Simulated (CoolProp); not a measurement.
CH3F (R41) along the isobar 2.25 MPa: fugacity coefficient from the reference equation and from simpler models built on Tc = 44.1 °C, pc = 5.906 MPa, ω = 0.200; each cubic takes its own stable root.

Values from CoolProp's reference Helmholtz-energy equation of state, Lemmon 2006. It is a short technical equation, of lower accuracy than the large ones.

```json
[
 {"T (°C)": "-133.95", "phase": "liquid", "reference": "0.0005393"},
 {"T (°C)": "-114.75", "phase": "liquid", "reference": "0.003763"},
 {"T (°C)": "-95.55", "phase": "liquid", "reference": "0.01628"},
 {"T (°C)": "-76.35", "phase": "liquid", "reference": "0.05054"},
 {"T (°C)": "-57.15", "phase": "liquid", "reference": "0.1235"},
 {"T (°C)": "-37.95", "phase": "liquid", "reference": "0.2524"},
 {"T (°C)": "-18.75", "phase": "liquid", "reference": "0.4496"},
 {"T (°C)": "0.45", "phase": "liquid", "reference": "0.7179"},
 {"T (°C)": "19.65", "phase": "gas", "reference": "0.8104"},
 {"T (°C)": "38.85", "phase": "gas", "reference": "0.8469"},
 {"T (°C)": "58.15", "phase": "gas", "reference": "0.8744"},
 {"T (°C)": "77.35", "phase": "gas", "reference": "0.8957"}
]
```

### Question
How far does each simpler model (Redlich-Kwong, Soave-Redlich-Kwong) lie from the reference over these 12 states: mean and median of the absolute difference, and the worst?

### Answer
- Redlich-Kwong: mean 30.5 %, median 30.2 %, worst +65.9 % at -114.75 °C and 2.25 MPa
- Soave-Redlich-Kwong: mean 5.2 %, median 3.8 %, worst -17.4 % at -133.95 °C and 2.25 MPa

At some of these states Redlich-Kwong gives the other phase, because its saturation line lies elsewhere.
